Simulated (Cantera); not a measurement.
Input (Python, Cantera) and output of one run.

```python
import numpy as np
import cantera as ct

gas_names = [...]  # 151 gases of nasa_gas.yaml made of C, H, N, O, Si
cond_names = """
    C(gr) C6H6(L) C7H8(L) C8H18(L),n-octa H2O(s) H2O(L) Si(cr) Si(L) SiC(b) SiO2(Lqz) SiO2(hqz) SiO2(L)
    Si2N2O(s) Si3N4(a)
""".split()


# ... load() reads the species with a 1 bar reference pressure and builds the phases ...
atoms = {
    'HMDSO': {'Si': 2, 'C': 6, 'H': 18, 'O': 1},
    'NO': {'N': 1, 'O': 1},
    'H2': {'H': 2},
    'O2': {'O': 2},
}
top_T = {'C(gr)': 4500, 'SiC(b)': 3050, 'Si2N2O(s)': 2100, 'Si3N4(a)': 2400}  # K; cautious upper limits of use, not melting points


# ... equilibrate(T, P, feed) seeds the gas with the atoms and calls Mixture.equilibrate('TP', solver="vcs", rtol=1e-11, max_steps=5000) ...
results = []
feed = {'HMDSO': 1, 'NO': 1.2, 'H2': 0.25, 'O2': 0.09}  # mol
P = 10000  # Pa
for T in [573, 773, 973, 1173, 1373, 1573, 1773, 1973]:
    mix = equilibrate(T, P, feed)
    results.append((T, P, feed, dict(zip(mix.species_names, mix.species_moles))))
    x = sorted(zip(gas.X, gas.species_names), reverse=True)
    print(f"T = {T:g} K  P = {P:g} Pa  gas = {mix.phase_moles(0):.4g} mol")
    print("   x: " + "  ".join(f"{s} {v:.3e}" for v, s in x if v > 0.001))
    print("   condensed (mol): " + ("  ".join(f"{mix.phase(i).name} {mix.phase_moles(i):.4g}"
          for i in range(1, mix.n_phases) if mix.phase_moles(i) > 1e-12) or "none"))
```

Output:

```
T = 573 K  P = 10000 Pa  gas = 5.194 mol
   x: CH4 7.923e-01  H2 1.961e-01  N2 1.152e-02
   condensed (mol): C(gr) 1.885  SiO2(Lqz) 0.92  Si2N2O(s) 0.54
T = 773 K  P = 10000 Pa  gas = 8.094 mol
   x: H2 8.423e-01  CH4 1.502e-01  N2 7.399e-03
   condensed (mol): C(gr) 4.784  SiO2(Lqz) 0.92  Si2N2O(s) 0.54
T = 973 K  P = 10000 Pa  gas = 9.197 mol
   x: H2 9.810e-01  CH4 1.237e-02  N2 6.457e-03
   condensed (mol): C(gr) 5.885  SiO2(hqz) 0.9188  Si2N2O(s) 0.5406
T = 1173 K  P = 10000 Pa  gas = 9.333 mol
   x: H2 9.873e-01  CO 6.603e-03  N2 4.217e-03  CH4 1.896e-03
   condensed (mol): C(gr) 5.921  SiO2(hqz) 0.8788  Si2N2O(s) 0.5606
T = 1373 K  P = 10000 Pa  gas = 9.478 mol
   x: H2 9.749e-01  CO 2.446e-02
   condensed (mol): C(gr) 5.737  SiC(b) 0.027  SiO2(hqz) 0.7743  Si2N2O(s) 0.5992
T = 1573 K  P = 10000 Pa  gas = 11.49 mol
   x: H2 8.046e-01  CO 1.745e-01  N2 1.996e-02
   condensed (mol): C(gr) 2.735  SiC(b) 1.256  Si2N2O(s) 0.3694
T = 1773 K  P = 10000 Pa  gas = 12.23 mol
   x: H2 7.549e-01  CO 1.935e-01  N2 4.851e-02  HCN 1.028e-03
   condensed (mol): C(gr) 1.628  SiC(b) 1.988
T = 1973 K  P = 10000 Pa  gas = 12.25 mol
   x: H2 7.512e-01  CO 1.926e-01  N2 4.765e-02  H 3.698e-03  HCN 2.505e-03  SiO 1.683e-03
   condensed (mol): C(gr) 1.617  SiC(b) 1.979
```

Cantera equilibrium calculation (NASA polynomials, part measured and part estimated; ideal gas, pure solids and liquids). The feed counts by its element totals alone. Mutual solubility and eutectic melting of coexisting phases are not modelled. The tables hold silica as quartz up to 1696 K and as liquid above; real silica turns to tridymite and cristobalite and melts near 1996 K.
